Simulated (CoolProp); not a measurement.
Ammonia along the isobar 12900 kPa: fugacity coefficient from the reference equation and from simpler models built on Tc = 405.6 K, pc = 11360 kPa, ω = 0.256; each cubic takes its own stable root.

Model: reference Helmholtz-energy equation of state, Gao 2020, in CoolProp.

```
T (K)          phase  reference  van der Waals  Redlich-Kwong  Peng-Robinson
-----  -------------  ---------  -------------  -------------  -------------
380.9         liquid     0.4266         0.5425         0.4809         0.4400
418.1  supercritical     0.6404         0.6781         0.6572         0.6396
455.2  supercritical     0.7412         0.7499         0.7413         0.7330
492.4  supercritical     0.8062         0.7976         0.7974         0.7965
529.6  supercritical     0.8524         0.8336         0.8388         0.8437
566.8  supercritical     0.8865         0.8618         0.8705         0.8797
604    supercritical     0.9123         0.8843         0.8952         0.9077
641.2  supercritical     0.9321         0.9026         0.9148         0.9298
678.4  supercritical     0.9476         0.9177         0.9306         0.9473
715.6  supercritical     0.9599         0.9302         0.9434         0.9613
```
